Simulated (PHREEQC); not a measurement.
Consider water at 50 °C with 0.0052 mol/kgw NaOH. Closed to the air; pH follows from the charge balance.

Equilibrium calculation in PHREEQC: ion-association model, wateq4f.dat.

This is a speciation only: nothing precipitates in the calculation.

Question: What pH does the model give?

Answer: pH 10.96.

At this temperature some constants are extrapolated from 25 °C, and those without enthalpy data are left unchanged.
